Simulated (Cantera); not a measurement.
Feed: 1 mol Si, 3.7 mol H2, at 1300 °C and 0.690 bar.

Cantera equilibrium calculation (NASA polynomials, part measured and part estimated; ideal gas, pure solids and liquids). Candidate condensed phases: Si; 9 gas species. Kinetics and transport are ignored.

### Question
What is the equilibrium state?

### Answer
| Quantity | Value |
|---|---|
| x(H2) | 1.000 |
| x(H) | 4.90e-5 |
| x(SiH2) | 3.68e-6 |
| n(Si(s)) | 1.000 mol |
| gas amount | 3.700 mol |
